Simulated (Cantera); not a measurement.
## Premixed flame

A freely propagating, adiabatic, planar premixed flame of 22.5 % H₂, 16.3 % O₂, 61.2 % N₂, equivalence ratio 0.69, unburnt at 548 K and 7430 Torr; multicomponent transport, grid criteria slope 0.08 and curve 0.16, no radiation.

Cantera simulation using the H2/O2 subset of GRI-Mech 3.0, which has no nitrogen chemistry; the numbers are that mechanism's predictions, not measurements. The hydrogen kinetics of GRI-Mech 3.0 are dated; newer H2 mechanisms differ, most at raised pressure. Burning velocities carry a grid error of a few per cent, more on coarse grids. Lean hydrogen flames are cellular in practice and burn faster than this planar one.

```tsv
z (mm)	T (K)	u (m/s)	x H₂	x O₂	x HO₂	x H₂O₂	x H	x O
-0.0914	548	1.86	0.223	0.164	1.19e-7	4.29e-8	<1e-8	<1e-8
-0.0610	550	1.85	0.218	0.164	1.05e-6	3.81e-7	<1e-8	<1e-8
-0.0457	554	1.85	0.210	0.166	5.66e-6	2.05e-6	<1e-8	<1e-8
-0.0305	578	1.89	0.190	0.169	5.03e-5	1.74e-5	<1e-8	1.34e-7
-0.0152	789	2.46	0.135	0.166	0.000785	0.000188	2.15e-5	1.56e-5
-0.00762	1130	3.45	0.0924	0.146	0.00102	0.000233	0.000670	0.000301
0	1505	4.56	0.0512	0.114	0.000576	2.85e-5	0.00291	0.00166
0.00762	1756	5.31	0.0247	0.0865	0.000293	5.58e-6	0.00415	0.00308
0.0152	1898	5.74	0.0127	0.0727	0.000163	3.81e-6	0.00349	0.00338
0.0305	2028	6.12	0.00540	0.0646	6.99e-5	2.41e-6	0.00163	0.00241
0.0610	2108	6.34	0.00206	0.0626	2.53e-5	1.38e-6	0.000413	0.00103
0.122	2141	6.43	0.000676	0.0625	9.59e-6	7.88e-7	8.07e-5	0.000359
0.244	2151	6.46	0.000312	0.0626	6.06e-6	5.95e-7	2.80e-5	0.000185
```
x: mole fraction of selected species; z is measured from the peak of heat release.

```json
{
 "laminar_burning_velocity": "186 cm/s",
 "thermal_thickness": "0.0305 mm",
 "peak x(HO₂)": "0.00110",
 "peak x(H₂O₂)": "0.000259",
 "peak x(H)": "0.00416",
 "peak x(O)": "0.00340"
}
```
